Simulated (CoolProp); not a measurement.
R143a along the isotherm 348 K: fugacity coefficient from the reference equation and from simpler models built on Tc = 345.9 K, pc = 37.62 bar, ω = 0.261; each cubic takes its own stable root.

Model: reference Helmholtz-energy equation of state, Lemmon and Jacobsen 2000, in CoolProp.

```csv
p (bar),phase,reference
3.76,gas,0.9640
7.52,gas,0.9286
11.3,gas,0.8935
15,gas,0.8595
18.8,gas,0.8251
22.6,gas,0.7909
26.3,gas,0.7578
30.1,gas,0.7237
33.9,gas,0.6891
37.6,gas,0.6539
41.4,supercritical,0.6105
45.1,supercritical,0.5702
48.9,supercritical,0.5347
52.7,supercritical,0.5042
56.4,supercritical,0.4783
```

Problem. How far does each simpler model (van der Waals, Redlich-Kwong, Soave-Redlich-Kwong, Peng-Robinson) lie from the reference over these 15 states: mean and median of the absolute difference, and the worst?

Solution. 
- van der Waals: mean 6.0 %, median 5.8 %, worst +11.9 % at 348 K and 56.4 bar
- Redlich-Kwong: mean 2.6 %, median 2.4 %, worst +5.6 % at 348 K and 56.4 bar
- Soave-Redlich-Kwong: mean 2.8 %, median 2.5 %, worst +6.0 % at 348 K and 56.4 bar
- Peng-Robinson: mean 0.4 %, median 0.4 %, worst +1.3 % at 348 K and 56.4 bar
